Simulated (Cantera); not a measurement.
Mixture: 27.6 % H2, 14.7 % O2, 55.2 % N2, 2.51 % H2O, at 23.7 atm, adiabatic and at constant volume. Ignition delay is the time to a rise of 400 K.

Model: the H2/O2 subset of GRI-Mech 3.0, which has no nitrogen chemistry, integrated in Cantera. The hydrogen kinetics of GRI-Mech 3.0 are dated; newer H2 mechanisms differ, most at raised pressure. The pressure lies above the range GRI-Mech 3.0 was tuned for (to about 10 atm).

**Question.** At T0 = 1700 K, what is the delay, and which 8 reactions control it most (d ln τ / d ln k, from doubling and halving each rate constant)?

**Answer.** The delay is 0.355 µs.
| reaction | d ln τ / d ln k | faster rate |
|---|---|---|
| H + O2 <=> O + OH | -0.79 | shortens it |
| H2 + O <=> H + OH | -0.15 | shortens it |
| H2 + OH <=> H + H2O | -0.13 | shortens it |
| H + O2 + N2 <=> HO2 + N2 | 0.08 | lengthens it |
| H + O2 + M <=> HO2 + M | 0.07 | lengthens it |
| H + HO2 <=> H2 + O2 | -0.07 | shortens it |
| H + O2 + H2O <=> HO2 + H2O | 0.05 | lengthens it |
| H + HO2 <=> 2 OH | -0.04 | shortens it |
